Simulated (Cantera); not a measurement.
Input: 1 mol H2S, 0.043 mol H2O, 0.13 mol H2, 2 mol O2, held at 3125 °C and 1.00 bar.

Cantera equilibrium calculation (NASA polynomials, part measured and part estimated; ideal gas, pure solids and liquids). Kinetics and transport are ignored.

| species | before | after |
|---|---|---|
| H2O | 0.147 | 0.375 |
| SO2 | 0.154 | 0.343 |
| O2 | 0.143 | 0.157 |
| O | 0.143 | 0.0193 |
| S | 0.0134 | 0.000266 |
| H | 0.111 | 0.0101 |
| SO | 0.105 | 0.0201 |
| H2 | 0.0569 | 0.0186 |
| OH | 0.125 | 0.0561 |
| S2 | 0.000361 | 4.66e-6 |
| SH | 0.00198 | 7.21e-5 |
| S2O | 4.09e-5 | 2.48e-6 |
| H2S | 6.83e-5 | 5.20e-6 |
| SO3 | 3.41e-5 | 0.000163 |
| HO2 | 7.31e-5 | 4.23e-5 |
Gas species are given as mole fractions.

Question: Which change was made?
A. O2 from 2 to 0.024 mol
B. pressure from 1.00 bar to 16.0 Pa
C. O2 from 2 to 4.5 mol
D. temperature from 3125 °C to 2500 °C

Answer: D, temperature from 3125 °C to 2500 °C
